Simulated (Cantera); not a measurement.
# Transport properties of process gases

Gas mixture: 100 % CH4, at 4.93 atm, frozen composition.

Cantera's kinetic-theory transport with the Lennard-Jones parameters of GRI-Mech 3.0, ideal gas; thermal conductivity in the multicomponent form. The composition is frozen, though it would react at the higher temperatures.

```json
[
 {"T (K)": "400", "ρ (kg/m³)": "2.41", "cp (J/kg/K)": "2526", "μ (µPa s)": "14.4", "λ (mW/m/K)": "50.8", "Pr": "0.718", "D (cm²/s) CH4": "0.000", "D (cm²/s) N2": "0.0757", "D (cm²/s) CH3": "0.0785"},
 {"T (K)": "550", "ρ (kg/m³)": "1.75", "cp (J/kg/K)": "3093", "μ (µPa s)": "18.3", "λ (mW/m/K)": "78.3", "Pr": "0.723", "D (cm²/s) CH4": "0.000", "D (cm²/s) N2": "0.131", "D (cm²/s) CH3": "0.137"},
 {"T (K)": "700", "ρ (kg/m³)": "1.38", "cp (J/kg/K)": "3656", "μ (µPa s)": "21.7", "λ (mW/m/K)": "109", "Pr": "0.727", "D (cm²/s) CH4": "0.000", "D (cm²/s) N2": "0.198", "D (cm²/s) CH3": "0.208"},
 {"T (K)": "850", "ρ (kg/m³)": "1.14", "cp (J/kg/K)": "4143", "μ (µPa s)": "24.8", "λ (mW/m/K)": "141", "Pr": "0.728", "D (cm²/s) CH4": "0.000", "D (cm²/s) N2": "0.274", "D (cm²/s) CH3": "0.289"},
 {"T (K)": "1000", "ρ (kg/m³)": "0.965", "cp (J/kg/K)": "4589", "μ (µPa s)": "27.7", "λ (mW/m/K)": "174", "Pr": "0.730", "D (cm²/s) CH4": "0.000", "D (cm²/s) N2": "0.360", "D (cm²/s) CH3": "0.380"},
 {"T (K)": "1150", "ρ (kg/m³)": "0.839", "cp (J/kg/K)": "4962", "μ (µPa s)": "30.3", "λ (mW/m/K)": "206", "Pr": "0.730", "D (cm²/s) CH4": "0.000", "D (cm²/s) N2": "0.455", "D (cm²/s) CH3": "0.481"},
 {"T (K)": "1300", "ρ (kg/m³)": "0.742", "cp (J/kg/K)": "5281", "μ (µPa s)": "32.9", "λ (mW/m/K)": "238", "Pr": "0.730", "D (cm²/s) CH4": "0.000", "D (cm²/s) N2": "0.558", "D (cm²/s) CH3": "0.590"}
]
```
D: mixture-averaged diffusion coefficient of that species in the mixture.
